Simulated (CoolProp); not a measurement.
A simple Rankine cycle with R113: condensing at 327.15 K, boiler at 2.19 MPa, turbine inlet 499 K, turbine efficiency 0.65, pump efficiency 0.6, no recuperator. Each further row changes one setting.

The numbers come from the reference Helmholtz-energy equation of state, Marx 1992 in CoolProp.

| case | thermal efficiency (%) | net work (kJ/kg) | heat in (kJ/kg) | turbine exit temperature (K) | volume ratio over the turbine |
|---|---|---|---|---|---|
| as stated | … | … | 252 | 433.8 | 19.7 |
| condensing temperature 319.15 K | 13.3 | … | 260 | 429.6 | 25.4 |
| boiler pressure 1.53 MPa | … | … | 260 | … | 12.8 |
| turbine efficiency 0.55 | … | 26.2 | 252 | 440.5 | … |

Fill in the missing entries.


- as stated, thermal efficiency (%): 12.5
- as stated, net work (kJ/kg): 31.4
- condensing temperature 319.15 K, net work (kJ/kg): 34.4
- boiler pressure 1.53 MPa, thermal efficiency (%): 11.3
- boiler pressure 1.53 MPa, net work (kJ/kg): 29.4
- boiler pressure 1.53 MPa, turbine exit temperature (K): 446.0
- turbine efficiency 0.55, thermal efficiency (%): 10.4
- turbine efficiency 0.55, volume ratio over the turbine: 20.0
